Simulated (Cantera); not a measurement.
Feed: 1 mol Si, 0.011 mol CO2, 3 mol H2, held at 0.100 bar.

Equilibrium computed with Cantera from the NASA thermochemical tables; the gas is ideal and each condensed phase is pure. Candidate condensed phases: C, C6H6, C7H8, C8H18, H2O, Si, SiC, SiO2; 123 gas species. Mutual solubility and eutectic melting of coexisting phases are not modelled. The tables hold silica as quartz up to 1696 K and as liquid above; real silica turns to tridymite and cristobalite and melts near 1996 K. Gases not in the tables: Si2H6 and higher silanes. Rates play no part.

x: gas mole fraction; n: condensed amount in mol.

| T (°C) | x H2 | x SiO | x H | x CO | x Si | n Si(s) | n SiC(s) | n SiO2(α-quartz) | n SiO2(β-quartz) | n Si(l) |
|---|---|---|---|---|---|---|---|---|---|---|
| 377 | 1.000 | <1e-12 | <1e-12 | <1e-12 | <1e-12 | 0.978 | 0.0110 | 0.0110 | 0 | 0 |
| 577 | 1.000 | ___ | ___ | <1e-12 | <1e-12 | 0.978 | 0.0110 | 0 | 0.0110 | 0 |
| 777 | 1.000 | 3.80e-8 | 2.56e-8 | 1.03e-10 | <1e-12 | 0.978 | 0.0110 | 0 | 0.0110 | 0 |
| 977 | 1.000 | ___ | ___ | ___ | ___ | 0.978 | 0.0110 | 0 | 0.0110 | 0 |
| 1177 | 0.998 | 0.00202 | 2.99e-5 | 4.53e-5 | 3.08e-8 | 0.975 | 0.0109 | 0 | 0.00790 | 0 |
| 1377 | 0.992 | 0.00697 | 0.000286 | 0.000310 | 2.68e-6 | 0.969 | 0.0101 | 0 | 0 | 0 |
| 1577 | 0.991 | 0.00637 | 0.00170 | 0.000902 | 6.45e-5 | 0 | 0.00826 | 0 | 0 | 0.972 |

Fill in the missing entries.


- 577, x SiO: 3.21e-12
- 577, x H: 6.48e-11
- 977, x SiO: 2.13e-5
- 977, x H: 1.53e-6
- 977, x CO: 1.96e-7
- 977, x Si: 8.31e-11
